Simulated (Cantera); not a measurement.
An isothermal, constant-pressure homogeneous reactor starts with NO : N2 = 1 : 0.89 (molar parts), at 1498 K and 17.3 Torr. Integrator tolerance rtol = 1e-08.

Detailed kinetics in Cantera: GRI-Mech 3.0 (53 species, 325 reactions). Radical loss at walls, strong at low pressure, is not modelled.

Problem. What does this change do: temperature 1498 to 2075 K?

Solution. 
| quantity | before | after |
|---|---|---|
| x(NO) at 2.00 s | 0.529 (gas-phase equilibrium 0.00132) | 0.351 (gas-phase equilibrium 0.00998) |
| x(N2O) at 2.00 s | 6.42e-5 (gas-phase equilibrium 1.18e-8) | 3.52e-5 (gas-phase equilibrium 8.15e-8) |
| x(NO2) at 2.00 s | 3.53e-5 (gas-phase equilibrium 1.20e-6) | 5.12e-5 (gas-phase equilibrium 2.56e-6) |
| x(O2) at 2.00 s | 6.65e-5 (gas-phase equilibrium 0.264) | 0.0872 (gas-phase equilibrium 0.257) |
| x(N2) at 2.00 s | 0.471 (gas-phase equilibrium 0.735) | 0.559 (gas-phase equilibrium 0.729) |
